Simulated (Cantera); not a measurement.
**Adiabatic ignition**

An adiabatic, constant-pressure homogeneous reactor starts with C3H8 : O2 : N2 = 1 : 6.76 : 25.4 (molar parts), at 1500 K and 1.01 bar.

Cantera simulation using GRI-Mech 3.0 (53 species, 325 reactions); the numbers are that mechanism's predictions, not measurements. GRI-Mech 3.0 was tuned for natural gas; its chemistry of propane as a main component is partial and can be far from experiment.

```json
[
 {"t (s)": "2.00e-6", "T (K)": "1499", "x C3H8": "0.0300", "x O2": "0.204", "x NO": "<1e-12", "x CH2CO": "8.58e-9", "x C2H4": "0.000120"},
 {"t (s)": "7.43e-6", "T (K)": "1495", "x C3H8": "0.0291", "x O2": "0.203", "x NO": "<1e-12", "x CH2CO": "1.14e-6", "x C2H4": "0.000920"},
 {"t (s)": "2.76e-5", "T (K)": "1493", "x C3H8": "0.0240", "x O2": "0.200", "x NO": "3.34e-11", "x CH2CO": "7.74e-5", "x C2H4": "0.00588"},
 {"t (s)": "0.000102", "T (K)": "2269", "x C3H8": "<1e-12", "x O2": "0.0628", "x NO": "3.59e-5", "x CH2CO": "<1e-12", "x C2H4": "<1e-12"},
 {"t (s)": "0.000381", "T (K)": "2603", "x C3H8": "<1e-12", "x O2": "0.0577", "x NO": "0.000798", "x CH2CO": "<1e-12", "x C2H4": "<1e-12"},
 {"t (s)": "0.00141", "T (K)": "2658", "x C3H8": "<1e-12", "x O2": "0.0550", "x NO": "0.00416", "x CH2CO": "<1e-12", "x C2H4": "<1e-12"},
 {"t (s)": "0.00525", "T (K)": "2650", "x C3H8": "<1e-12", "x O2": "0.0519", "x NO": "0.0110", "x CH2CO": "<1e-12", "x C2H4": "<1e-12"},
 {"t (s)": "0.0195", "T (K)": "2646", "x C3H8": "<1e-12", "x O2": "0.0506", "x NO": "0.0138", "x CH2CO": "<1e-12", "x C2H4": "<1e-12"},
 {"t (s)": "0.0725", "T (K)": "2646", "x C3H8": "<1e-12", "x O2": "0.0506", "x NO": "0.0138", "x CH2CO": "<1e-12", "x C2H4": "<1e-12"},
 {"t (s)": "0.269", "T (K)": "2646", "x C3H8": "<1e-12", "x O2": "0.0506", "x NO": "0.0138", "x CH2CO": "<1e-12", "x C2H4": "<1e-12"},
 {"t (s)": "1.00", "T (K)": "2646", "x C3H8": "<1e-12", "x O2": "0.0506", "x NO": "0.0138", "x CH2CO": "<1e-12", "x C2H4": "<1e-12"}
]
```
x: mole fraction; the columns are a selection and need not sum to one.

```
Property                                                           Value
---------------------------------  -------------------------------------
time of steepest temperature rise                                76.7 µs
temperature at 1.00 s                                             2646 K
equilibrium temperature                                           2646 K
x(C3H8) at 1.00 s                  <1e-12 (gas-phase equilibrium <1e-12)
x(O2) at 1.00 s                    0.0506 (gas-phase equilibrium 0.0506)
x(NO) at 1.00 s                    0.0138 (gas-phase equilibrium 0.0138)
```
